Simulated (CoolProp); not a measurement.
m-xylene along the isotherm 200.35 °C: density (kg/m³) from the reference equation and from simpler models built on Tc = 343.7 °C, pc = 3.535 MPa, ω = 0.326; each cubic takes its own stable root.

Computed with CoolProp (reference Helmholtz-energy equation of state, Zhou 2012).

| p (MPa) | phase | reference |
|---|---|---|
| 0.112 | gas | 3.109 |
| 0.254 | gas | 7.345 |
| 0.579 | liquid | 690.0 |
| 1.32 | liquid | 692.0 |
| 3 | liquid | 696.5 |
| 6.82 | liquid | 705.7 |
| 15.5 | liquid | 723.1 |
| 35.3 | liquid | 752.6 |

Task: How far does each simpler model (van der Waals, Soave-Redlich-Kwong) lie from the reference over these 8 states: mean and median of the absolute difference, and the worst?

Result: 
- van der Waals: mean 37.6 %, median 38.9 %, worst -97.5 % at 200.35 °C and 0.579 MPa
- Soave-Redlich-Kwong: mean 9.6 %, median 12.1 %, worst -14.1 % at 200.35 °C and 0.579 MPa

At some of these states van der Waals gives the other phase, because its saturation line lies elsewhere.
